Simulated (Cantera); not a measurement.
Feed: 1 mol SiCl4, 0.084 mol Cl2, 100 mol H2, equilibrated at 0.200 bar.

Cantera equilibrium calculation (NASA polynomials, part measured and part estimated; ideal gas, pure solids and liquids). Candidate condensed phases: Si; 19 gas species. The tables' values for SiCl3 are old estimates; treat these amounts as uncertain. Kinetics and transport are ignored.

x: gas mole fraction; n: condensed amount in mol.

```tsv
T (K)	x H2	x HCl	x SiCl4	x SiHCl3	x SiCl2	n Si(s)
998	0.982	0.00828	0.00487	0.00401	0.000118	0.0377
1048	0.980	0.0119	0.00418	0.00351	0.000271	0.134
1098	0.976	(withheld)	(withheld)	(withheld)	(withheld)	(withheld)
1148	0.973	0.0209	0.00239	0.00224	0.000982	0.355
1198	0.969	0.0252	0.00151	0.00156	0.00154	0.456
1248	0.967	0.0286	0.000822	0.000977	0.00213	0.533
1298	0.965	0.0309	0.000396	0.000558	0.00263	0.580
1348	0.964	0.0321	0.000178	0.000303	0.00300	0.603
1398	0.964	0.0327	7.87e-5	0.000163	0.00326	0.612
1448	0.963	0.0329	3.55e-5	8.88e-5	0.00346	0.612
1498	0.963	0.0329	1.65e-5	4.97e-5	0.00361	0.608
1548	0.963	0.0329	8.02e-6	2.87e-5	0.00374	0.602
1598	0.963	0.0328	(withheld)	(withheld)	0.00385	0.595
1648	0.963	0.0327	2.13e-6	1.05e-5	0.00394	0.587
```

### Question
Some entries are withheld; supply them.

### Answer

- 1598, x SiCl4: 4.05e-6
- 1598, x SiHCl3: 1.71e-5
- 1098, x HCl: 0.0162
- 1098, x SiCl4: 0.00333
- 1098, x SiHCl3: 0.00291
- 1098, x SiCl2: 0.000549
- 1098, n Si(s): 0.243
